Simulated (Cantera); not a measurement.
## Abatement and gas-phase synthesis: S + O₂ + H₂

A closed system holds: 1 mol S, a varied amount of O₂, 0.49 mol H₂, at 2523 K and 0.100 bar.

Equilibrium computed with Cantera from the NASA thermochemical tables; the gas is ideal and each condensed phase is pure. Candidate condensed phases: H₂O, H₂SO₄, S; 19 gas species. Equilibrium is a limit: real reactors are often held back by kinetics, nucleation or transport.

| n(O₂) (mol) | log p SO₂ | log p O₂ | log p H₂O | log p SO | log p H₂ | log p S₂ | log p S | log p H | log p OH | log p O | log p SH |
|---|---|---|---|---|---|---|---|---|---|---|---|
| 0.34 | -1.94 | -4.77 | -1.88 | -1.75 | -1.67 | -1.70 | -2.17 | -2.39 | -3.27 | -4.18 | -2.43 |
| 0.45 | -1.78 | -4.55 | -1.82 | -1.70 | -1.73 | -1.82 | -2.22 | -2.42 | -3.19 | -4.06 | -2.52 |
| 0.6 | -1.62 | -4.29 | -1.78 | -1.67 | -1.81 | -2.00 | -2.32 | -2.46 | -3.10 | -3.94 | -2.65 |
| 0.8 | -1.46 | -3.96 | -1.72 | -1.68 | -1.92 | -2.36 | -2.50 | -2.52 | -2.99 | -3.77 | -2.89 |
| 1.1 | -1.29 | -3.13 | -1.62 | -1.92 | -2.23 | -3.68 | -3.16 | -2.67 | -2.73 | -3.35 | -3.70 |
| 1.4 | -1.27 | -2.00 | -1.61 | -2.46 | -2.79 | -5.90 | -4.27 | -2.95 | -2.45 | -2.79 | -5.09 |
| 1.9 | -1.37 | -1.55 | -1.73 | -2.79 | -3.13 | -7.00 | -4.81 | -3.12 | -2.39 | -2.56 | -5.81 |
| 2.5 | -1.47 | -1.37 | -1.84 | -2.98 | -3.33 | -7.55 | -5.09 | -3.22 | -2.40 | -2.48 | -6.19 |
| 3.3 | -1.58 | -1.27 | -1.96 | -3.14 | -3.50 | -7.98 | -5.30 | -3.31 | -2.44 | -2.43 | -6.49 |
log p: log10 of the partial pressure in bar; nothing condenses.

From 0.34 mol O₂ to 3.3 mol O₂ nothing is condensed.
